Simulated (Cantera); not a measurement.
Cantera run:

```python
import numpy as np
import cantera as ct

gas_names = [...]  # 136 gases of nasa_gas.yaml made of C, H, N, O
cond_names = """
    C(gr) C6H6(L) C7H8(L) C8H18(L),n-octa H2O(s) H2O(L)
""".split()


# ... load() reads the species with a 1 bar reference pressure and builds the phases ...
atoms = {
    'C3H6': {'C': 3, 'H': 6},
    'H2O': {'H': 2, 'O': 1},
    'N2': {'N': 2},
}
top_T = {'C(gr)': 4500}  # K; cautious upper limits of use, not melting points


# ... equilibrate(T, P, feed) seeds the gas with the atoms and calls Mixture.equilibrate('TP', solver="vcs", rtol=1e-11, max_steps=5000) ...
results = []
feed = {'C3H6': 1, 'H2O': 0.66, 'N2': 12}  # mol
P = 1333.22  # Pa
for T in [2000, 2150, 2300, 2450, 2600, 2750, 2900]:
    mix = equilibrate(T, P, feed)
    results.append((T, P, feed, dict(zip(mix.species_names, mix.species_moles))))

top = {s: max(r[3][s] / sum(r[3][g] for g in gas_names) for r in results) for s in gas_names}
cols = sorted((s for s in top if top[s] > 0.0001), key=lambda s: -top[s])[:6]
seen = [c for c in cond_names if any(r[3].get(c, 0) > 1e-12 for r in results)]
print("log10 of partial pressures in bar; condensed amounts in mol")
print(f"{'T/K':>10s}" + "".join(f"{s[:9]:>10s}" for s in cols + seen))
for T, P, feed, n in results:
    ng = sum(n[g] for g in gas_names)
    print(f"{T:10.4g}" + "".join(f"{np.log10(max(n[s] / ng * P / 1e5, 1e-99)):10.3f}" for s in cols)
          + "".join(f"{n.get(c, 0):10.4g}" for c in seen))
```

Result:

```
log10 of partial pressures in bar; condensed amounts in mol
       T/K        N2         H        H2        CO       HCN        CN     C(gr)
      2000    -2.012    -4.058    -2.539    -3.270    -4.107    -7.254     2.233
      2150    -2.015    -3.653    -2.556    -3.272    -3.879    -6.466     2.151
      2300    -2.022    -3.309    -2.590    -3.276    -3.692    -5.783     2.033
      2450    -2.032    -3.023    -2.652    -3.284    -3.547    -5.187     1.878
      2600    -2.047    -2.792    -2.753    -3.296    -3.445    -4.663     1.687
      2750    -2.065    -2.619    -2.909    -3.311    -3.391    -4.200     1.417
      2900    -2.088    -2.505    -3.131    -3.331    -3.386    -3.789    0.7463
```

These are equilibrium values from Cantera (NASA tables, ideal gas, pure condensed phases), not measurements of a reactor.
